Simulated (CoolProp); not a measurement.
Vapour-liquid equilibrium of acetone (1) + dimethyl carbonate (2) at 0.569 MPa; x and y are mole fractions of (1).

The numbers come from the multi-fluid Helmholtz-energy mixture model, Lemmon 2006 and Zhou 2011; pair parameters Bell 2016 in CoolProp.

| x | bubble temperature (K) | y at the bubble point | dew temperature at overall composition x (K) | liquid density (mol/L) |
|---|---|---|---|---|
| 0.05 | 426.0 | 0.103 | 427.6 | 9.792 |
| 0.125 | 421.9 | 0.236 | (withheld) | (withheld) |
| 0.2 | 418.2 | 0.347 | 423.0 | 10.07 |
| 0.275 | 414.9 | 0.444 | 420.6 | 10.21 |
| 0.35 | 411.8 | 0.530 | 418.1 | 10.34 |
| 0.425 | 408.9 | 0.606 | 415.6 | 10.48 |
| 0.5 | 406.2 | 0.675 | 412.9 | 10.61 |
| 0.575 | 403.6 | 0.737 | 410.1 | 10.75 |
| 0.65 | 401.1 | 0.794 | 407.2 | 10.89 |
| 0.725 | 398.7 | 0.846 | 404.1 | (withheld) |
| 0.8 | 396.3 | 0.894 | 400.8 | 11.16 |
| 0.875 | 394.1 | 0.937 | 397.3 | 11.30 |
| 0.95 | 391.9 | 0.976 | 393.4 | 11.44 |

Question: Complete the blanks.

Answer: 
- 0.125, dew temperature at overall composition x (K): 425.3
- 0.125, liquid density (mol/L): 9.934
- 0.725, liquid density (mol/L): 11.02

No azeotrope shows between x = 0.05 and 0.95.

Pair parameters are fitted to limited data, so mixtures are less certain than the pure fluids. The gap from Raoult's law changes sign with composition, which may be real or a fault of the pair parameters; it wasn't checked against measurements.
